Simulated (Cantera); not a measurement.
Input: 1 mol Si3H8, 0.069 mol HCl, 7.8 mol H2, held at 8200 Pa.

Cantera equilibrium calculation (NASA polynomials, part measured and part estimated; ideal gas, pure solids and liquids). Candidate condensed phases: Si; 19 gas species. The feed counts by its element totals alone. The tables' values for SiCl3 are old estimates; treat these amounts as uncertain. Gases not in the tables: Si2H6 and higher silanes. Kinetics and transport are ignored.

x: gas mole fraction; n: condensed amount in mol.

| T (K) | x H2 | x HCl | x SiHCl3 | x H | x SiCl4 | x SiCl2 | x SiH2Cl2 | n Si(s) | n Si(l) |
|---|---|---|---|---|---|---|---|---|---|
| 898 | 0.997 | 0.00222 | 0.000554 | 3.82e-10 | 0.000443 | 6.66e-6 | 6.56e-5 | 2.99 | 0 |
| 998 | 0.995 | … | … | … | … | … | … | 2.99 | 0 |
| 1098 | 0.994 | 0.00544 | 4.40e-5 | 8.61e-8 | 1.65e-5 | 6.04e-5 | 1.40e-5 | 3.00 | 0 |
| 1198 | 0.994 | 0.00562 | 6.91e-6 | 6.62e-7 | 1.45e-6 | 7.47e-5 | 4.30e-6 | 3.00 | 0 |
| 1298 | 0.994 | 0.00563 | 1.35e-6 | 3.73e-6 | 1.69e-7 | 8.49e-5 | 1.51e-6 | 3.00 | 0 |
| 1398 | 0.994 | 0.00562 | 3.30e-7 | 1.65e-5 | 2.66e-8 | 9.36e-5 | 6.15e-7 | 3.00 | 0 |
| 1498 | 0.994 | 0.00561 | … | … | … | 0.000101 | … | 3.00 | 0 |
| 1598 | 0.994 | 0.00559 | 3.36e-8 | 0.000185 | 1.32e-9 | 0.000108 | 1.43e-7 | 3.00 | 0 |
| 1698 | 0.994 | 0.00558 | 1.30e-8 | 0.000503 | 3.78e-10 | 0.000113 | 7.74e-8 | 0 | 3.00 |

Some entries are withheld; supply them.


- 1498, x SiHCl3: 9.75e-8
- 1498, x H: 5.98e-5
- 1498, x SiCl4: 5.35e-9
- 1498, x SiH2Cl2: 2.82e-7
- 998, x HCl: 0.00434
- 998, x SiHCl3: 0.000233
- 998, x H: 7.49e-9
- 998, x SiCl4: 0.000147
- 998, x SiCl2: 3.20e-5
- 998, x SiH2Cl2: 3.99e-5
